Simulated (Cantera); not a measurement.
An adiabatic, constant-pressure homogeneous reactor starts with C2H4 : O2 : N2 : H2O = 1 : 1.67 : 6.27 : 0.93 (molar parts), at 1175 K and 120000 Pa. Integrator tolerance rtol = 1e-08.

Model: GRI-Mech 3.0 (53 species, 325 reactions), integrated in Cantera. GRI-Mech 3.0 was tuned for natural gas; its chemistry of ethylene as a main component is partial and can be far from experiment.

### Question
What does this change do: constant volume in place of constant pressure?

### Answer
```json
[
 {"quantity": "time of steepest temperature rise", "before": "1.15 ms", "after": "1.13 ms"},
 {"quantity": "temperature at 4.00 s", "before": "2513 K", "after": "2797 K"},
 {"quantity": "equilibrium temperature", "before": "2513 K", "after": "2797 K"},
 {"quantity": "x(C2H4) at 4.00 s", "before": "<1e-12 (gas-phase equilibrium <1e-12)", "after": "<1e-12 (gas-phase equilibrium <1e-12)"},
 {"quantity": "x(O2) at 4.00 s", "before": "9.64e-5 (gas-phase equilibrium 9.64e-5)", "after": "0.000412 (gas-phase equilibrium 0.000412)"},
 {"quantity": "x(H2O) at 4.00 s", "before": "0.160 (gas-phase equilibrium 0.160)", "after": "0.156 (gas-phase equilibrium 0.156)"},
 {"quantity": "x(HCN) at 4.00 s", "before": "4.75e-8 (gas-phase equilibrium 4.75e-8)", "after": "1.28e-7 (gas-phase equilibrium 1.28e-7)"},
 {"quantity": "x(NO2) at 4.00 s", "before": "8.74e-9 (gas-phase equilibrium 8.74e-9)", "after": "7.36e-8 (gas-phase equilibrium 7.36e-8)"},
 {"quantity": "x(HO2) at 4.00 s", "before": "6.14e-8 (gas-phase equilibrium 6.14e-8)", "after": "4.47e-7 (gas-phase equilibrium 4.47e-7)"},
 {"quantity": "x(CH2) at 4.00 s", "before": "<1e-12 (gas-phase equilibrium <1e-12)", "after": "5.63e-12 (gas-phase equilibrium 5.99e-12)"}
]
```
